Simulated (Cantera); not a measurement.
Input: 1 mol CaF2, 3.9 mol HF, a varied amount of H2, 0.41 mol O2, equilibrated at 1623.15 K and 0.210 Pa.

Equilibrium computed with Cantera from the NASA thermochemical tables; the gas is ideal and each condensed phase is pure. Candidate condensed phases: Ca, CaF2, CaO, Ca(OH)2, H2O; 29 gas species. Equilibrium is a limit: real reactors are often held back by kinetics, nucleation or transport.

x: gas mole fraction; n: condensed amount in mol.

```
n(H2) (mol)     x H2    x HF   x CaF2    x H2O     x O2      x H  n CaO(s)
-----------  -------  ------  -------  -------  -------  -------  --------
0.28         0.00130   0.713    0.183   0.0476   0.0483  0.00172       [?]
0.59         0.00308   0.741    0.153   0.0746   0.0210  0.00265       [?]
1.3           0.0706   0.709    0.118   0.0887  5.66e-5   0.0127     0.260
2.7            0.232   0.576   0.0948   0.0726  3.51e-6   0.0230     0.258
5.7            0.436   0.411   0.0670   0.0524  5.19e-7   0.0315     0.253
12             0.627   0.257   0.0411   0.0335  1.02e-7   0.0378     0.241
26             0.772   0.141   0.0214   0.0193  2.24e-8   0.0420       [?]
54             0.855  0.0751   0.0101   0.0115  6.54e-9   0.0442       [?]
120            0.903  0.0378  0.00334  0.00637  1.79e-9   0.0454       [?]
```

Task: What belongs in the gaps?

Result: 
- 0.28, n CaO(s): 0
- 0.59, n CaO(s): 0.137
- 26, n CaO(s): 0.207
- 54, n CaO(s): 0.120
- 120, n CaO(s): 0
